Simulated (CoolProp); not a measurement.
Vapour pressure (MPa) of n-hexane: the reference equation beside estimates from Tc = 507.8 K, pc = 3.044 MPa, ω = 0.300. Clausius-Clapeyron is anchored at 369.6 K with a constant enthalpy of vaporisation of 26.96 kJ/mol.

Values from CoolProp's reference Helmholtz-energy equation of state, Thol 2019.

```
T (K)  reference  Lee-Kesler  Clausius-Clapeyron  van der Waals  Soave-Redlich-Kwong  Peng-Robinson
-----  ---------  ----------  ------------------  -------------  -------------------  -------------
369.6     0.2246      0.2255              0.2246         0.7422               0.2254         0.2238
372.1     0.2398      0.2408              0.2383         0.7674               0.2407         0.2389
374.5     0.2550      0.2562              0.2520         0.7920               0.2562         0.2541
377       0.2716      0.2731              0.2669         0.8182               0.2731         0.2707
379.4     0.2884      0.2900              0.2818         0.8439               0.2901         0.2874
381.9     0.3066      0.3085              0.2980         0.8712               0.3087         0.3057
384.3     0.3250      0.3271              0.3142         0.8979               0.3273         0.3240
386.8     0.3449      0.3473              0.3318         0.9263               0.3477         0.3440
389.2     0.3650      0.3675              0.3494         0.9541               0.3681         0.3641
391.7     0.3868      0.3896              0.3685         0.9836               0.3903         0.3859
394.1     0.4086      0.4116              0.3876          1.012               0.4126         0.4078
396.6     0.4324      0.4356              0.4082          1.043               0.4368         0.4316
399       0.4561      0.4596              0.4288          1.073               0.4611         0.4554
401.5     0.4819      0.4856              0.4511          1.105               0.4874         0.4813
403.9     0.5076      0.5115              0.4732          1.136               0.5137         0.5072
```

Absolute difference from the reference over all 15 rows, mean and median: Lee-Kesler 0.6 and 0.7 %, Clausius-Clapeyron 3.6 and 3.8 %, van der Waals 171.8 and 168.6 %, Soave-Redlich-Kwong 0.8 and 0.8 %, Peng-Robinson 0.3 and 0.3 %.
